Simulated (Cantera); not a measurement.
A Cantera script and what it prints.

```python
import numpy as np
import cantera as ct

gas_names = """
    Fe FeO Fe(OH)2 H HO2 H2 H2O H2O2 O OH O2 O3
""".split()
cond_names = """
    Fe(a) Fe(c) Fe(d) Fe(L) FeO(s) FeO(L) Fe(OH)2(s) Fe(OH)3(s) Fe2O3(s) Fe3O4(s) H2O(s) H2O(L)
""".split()


def load(file, names, dense=False):
    # The tables refer to 1 bar. Condensed volumes are neglected.
    table = {s.name: s for s in ct.Species.list_from_file(file)}
    out = []
    for n in names:
        d = dict(table[n].input_data)
        d["thermo"] = dict(d["thermo"], **{"reference-pressure": 1e5})
        if dense:
            d["equation-of-state"] = {"model": "constant-volume", "density": "1e6 g/cm^3"}
        out.append(ct.Species.from_dict(d))
    return out


gas = ct.Solution(thermo="ideal-gas", species=load("nasa_gas.yaml", gas_names))
cond = {s.name: ct.Solution(thermo="fixed-stoichiometry", species=[s], name=s.name)
        for s in load("nasa_condensed.yaml", cond_names, dense=True)}
atoms = {
    'Fe': {'Fe': 1},
    'H2O': {'H': 2, 'O': 1},
    'H2': {'H': 2},
}
top_T = {'Fe2O3(s)': 1830, 'Fe3O4(s)': 1870}  # K; cautious upper limits of use, not melting points


def equilibrate(T, P, feed):
    n = {}
    for name, mol in feed.items():
        for a, k in atoms[name].items():
            n[a] = n.get(a, 0.0) + k * mol
    gas.TPX = T, P, n
    mass = sum(n.values()) * gas.mean_molecular_weight
    gas.equilibrate("TP")
    valid = [c for c in cond.values() if c.min_temp <= T <= top_T.get(c.name, c.max_temp)]
    mix = ct.Mixture([(gas, mass / gas.mean_molecular_weight)] + [(c, 0.0) for c in valid])
    mix.T, mix.P = T, P
    mix.equilibrate("TP", solver="vcs", rtol=1e-11, max_steps=5000)
    return mix


results = []
feed = {'Fe': 1, 'H2O': 0.64, 'H2': 220}  # mol
P = 133.322  # Pa
for T in [1125, 1175, 1225, 1275, 1325, 1375, 1425, 1475]:
    mix = equilibrate(T, P, feed)
    results.append((T, P, feed, dict(zip(mix.species_names, mix.species_moles))))
    x = sorted(zip(gas.X, gas.species_names), reverse=True)
    print(f"T = {T:g} K  P = {P:g} Pa  gas = {mix.phase_moles(0):.4g} mol")
    print("   x: " + "  ".join(f"{s} {v:.3e}" for v, s in x if v > 0.0001))
    print("   condensed (mol): " + ("  ".join(f"{mix.phase(i).name} {mix.phase_moles(i):.4g}"
          for i in range(1, mix.n_phases) if mix.phase_moles(i) > 1e-12) or "none"))
```

Output:

```
T = 1125 K  P = 133.322 Pa  gas = 220.6 mol
   x: H2 9.971e-01  H2O 2.901e-03
   condensed (mol): Fe(a) 1
T = 1175 K  P = 133.322 Pa  gas = 220.6 mol
   x: H2 9.971e-01  H2O 2.901e-03
   condensed (mol): Fe(a) 1
T = 1225 K  P = 133.322 Pa  gas = 220.6 mol
   x: H2 9.971e-01  H2O 2.901e-03
   condensed (mol): Fe(c) 1
T = 1275 K  P = 133.322 Pa  gas = 220.6 mol
   x: H2 9.971e-01  H2O 2.901e-03
   condensed (mol): Fe(c) 0.9999
T = 1325 K  P = 133.322 Pa  gas = 220.6 mol
   x: H2 9.971e-01  H2O 2.901e-03
   condensed (mol): Fe(c) 0.9996
T = 1375 K  P = 133.322 Pa  gas = 220.7 mol
   x: H2 9.970e-01  H2O 2.900e-03
   condensed (mol): Fe(c) 0.9986
T = 1425 K  P = 133.322 Pa  gas = 220.7 mol
   x: H2 9.969e-01  H2O 2.900e-03  H 1.865e-04
   condensed (mol): Fe(c) 0.9954
T = 1475 K  P = 133.322 Pa  gas = 220.7 mol
   x: H2 9.967e-01  H2O 2.900e-03  H 3.546e-04
   condensed (mol): Fe(c) 0.9855
```

Equilibrium computed with Cantera from the NASA thermochemical tables; the gas is ideal and each condensed phase is pure.
